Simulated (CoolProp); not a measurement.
Values from CoolProp's reference Helmholtz-energy equation of state, Lemmon 2003. It is a pseudo-pure fit of the blend.

Task: For R407C, give the phase and the speed of sound (m/s), isothermal compressibility (1/MPa), expansivity (1/kK) at 391 K and 2670 kPa; 391 K and 10700 kPa; 391 K and 11600 kPa.

Result: 
- 391 K and 2670 kPa: gas; speed of sound 179, isothermal compressibility 0.460, expansivity 4.86
- 391 K and 10700 kPa: supercritical; speed of sound 220, isothermal compressibility 0.0585, expansivity 10.8
- 391 K and 11600 kPa: supercritical; speed of sound 239, isothermal compressibility 0.0445, expansivity 9.11
